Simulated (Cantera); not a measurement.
An isothermal plug-flow reactor at 950 K and 0.610 bar (inlet), inlet velocity 0.14 m/s, active area per volume 340 1/m; feed 0.268 % H2, 13.4 % O2, 81.5 % N2, 4.85 % H2O.

Cantera simulation using Deutschmann's 1995 Pt surface mechanism with GRI-Mech 3.0 gas chemistry; the numbers are that mechanism's predictions, not measurements. Catalytic surfaces can have several steady states; this one follows from the mechanism file's or the stated starting coverage. Mass transfer to the wall is taken as infinitely fast.

x: gas mole fraction; θ: surface coverage.

| z (m) | x H2 | x O2 | x H2O | θ free Pt | θ O* | θ OH* |
|---|---|---|---|---|---|---|
| 5.9e-05 | (withheld) | 0.133 | 0.0501 | 0.160 | 0.837 | 0.00348 |
| 0.00013 | (withheld) | 0.133 | 0.0508 | 0.157 | 0.840 | 0.00346 |
| 0.00028 | (withheld) | 0.133 | 0.0512 | 0.155 | 0.841 | 0.00345 |
| 0.00059 | (withheld) | 0.133 | 0.0512 | 0.155 | 0.842 | 0.00345 |
| 0.0013 | 1.08e-10 | 0.133 | 0.0512 | 0.155 | 0.842 | 0.00345 |
| 0.0028 | 7.73e-11 | 0.133 | 0.0512 | 0.155 | 0.842 | 0.00345 |
| 0.0059 | 7.72e-11 | 0.133 | 0.0512 | 0.155 | 0.842 | 0.00345 |

Fill in the missing entries.


- 5.9e-05, x H2: 0.00113
- 0.00013, x H2: 0.000408
- 0.00028, x H2: 4.95e-5
- 0.00059, x H2: 6.42e-7
